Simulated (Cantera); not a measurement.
A perfectly stirred reactor is fed with CH4 : C2H6 : C3H8 : O2 : N2 : H2O = 1 : 1.3 : 0.049 : 5.23 : 19.7 : 5 (molar parts), at 760 Torr; it is adiabatic with a 425 K inlet, and is followed from long to short residence time, starting on the burning branch (τ in s: 0.057, 0.017, 0.0052, 0.0016, 0.00047, 0.00014, 4.3e-05, 1.3e-05, 4e-06).

Computed with Cantera and GRI-Mech 3.0 (53 species, 325 reactions).

Predict: blow-out, bracketed by the residence times tried; x(CH4) at τ = 57.0 ms; x(C2H6) at τ = 57.0 ms; x(C3H8) at τ = 57.0 ms; x(CH3) at τ = 57.0 ms; x(HCN) at τ = 57.0 ms; x(CH4) at τ = 0.470 ms; x(C2H6) at τ = 0.470 ms; x(C3H8) at τ = 0.470 ms; x(CH3) at τ = 0.470 ms; x(HCN) at τ = 0.470 ms.


- blow-out, bracketed by the residence times tried = burning at 0.470 ms, out at 0.140 ms
- x(CH4) at τ = 57.0 ms = 5.95e-5
- x(C2H6) at τ = 57.0 ms = 1.36e-6
- x(C3H8) at τ = 57.0 ms = 3.40e-8
- x(CH3) at τ = 57.0 ms = 2.71e-5
- x(HCN) at τ = 57.0 ms = 6.69e-6
- x(CH4) at τ = 0.470 ms = 0.00129
- x(C2H6) at τ = 0.470 ms = 0.000135
- x(C3H8) at τ = 0.470 ms = 3.32e-6
- x(CH3) at τ = 0.470 ms = 0.000737
- x(HCN) at τ = 0.470 ms = 3.00e-5
